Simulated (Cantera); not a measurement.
Cantera run:

```python
import numpy as np
import cantera as ct

gas_names = """
    O2 NO2
""".split()
cond_names = """
    ZrN(s) ZrN(L) ZrO2(a) ZrO2(b) ZrO2(L)
""".split()


def load(file, names, dense=False):
    # The tables refer to 1 bar. Condensed volumes are neglected.
    table = {s.name: s for s in ct.Species.list_from_file(file)}
    out = []
    for n in names:
        d = dict(table[n].input_data)
        d["thermo"] = dict(d["thermo"], **{"reference-pressure": 1e5})
        if dense:
            d["equation-of-state"] = {"model": "constant-volume", "density": "1e6 g/cm^3"}
        out.append(ct.Species.from_dict(d))
    return out


species = {s.name: s for s in load("nasa_gas.yaml", gas_names) + load("nasa_condensed.yaml", cond_names)}
# Each term lists the table entries of one substance; the one whose range holds T is used.
reactions = {
    '2 O2(g) + ZrN = ZrO2 + NO2(g)':
        [(-2, ['O2']), (-1, ['ZrN(s)', 'ZrN(L)']), (1, ['ZrO2(a)', 'ZrO2(b)', 'ZrO2(L)']), (1, ['NO2'])],
}


def pick(names, T):
    return next(species[n] for n in names if species[n].thermo.min_temp <= T <= species[n].thermo.max_temp)


results = []
for label, terms in reactions.items():
    print(label)
    print("     T/K   dH/kJ  dS/(J/K)   dG/kJ   log10 K")
    for T in [873, 1073, 1273, 1473, 1673, 1873, 2073, 2273, 2473, 2673, 2873]:
        used = [(nu, pick(names, T)) for nu, names in terms]
        dH = sum(nu * s.thermo.h(T) for nu, s in used) / 1e6
        dS = sum(nu * s.thermo.s(T) for nu, s in used) / 1e3
        dG = dH - T * dS / 1e3
        logK = -dG * 1e6 / (ct.gas_constant * T * np.log(10))
        results.append((label, T, dH, dS, dG, logK, [s.name for _, s in used]))
        print(f"{T:8g} {dH:8.1f} {dS:8.1f} {dG:8.1f} {logK:8.2f}")
```

Result:

```
2 O2(g) + ZrN = ZrO2 + NO2(g)
     T/K   dH/kJ  dS/(J/K)   dG/kJ   log10 K
     873   -696.6   -157.0   -559.5    33.48
    1073   -695.4   -155.7   -528.2    25.71
    1273   -694.0   -154.6   -497.2    20.40
    1473   -692.7   -153.6   -466.4    16.54
    1673   -686.6   -149.5   -436.5    13.63
    1873   -686.9   -149.7   -406.5    11.34
    2073   -687.5   -150.0   -376.6     9.49
    2273   -688.5   -150.4   -346.5     7.96
    2473   -689.8   -151.0   -316.4     6.68
    2673   -691.5   -151.6   -286.1     5.59
    2873   -693.4   -152.4   -255.7     4.65
```

Standard-state values (1 bar) from the NASA 1993 polynomials, evaluated with Cantera. ZrN: taken at fixed stoichiometry. Condensed species are held in their standard states even where they would react or evaporate.
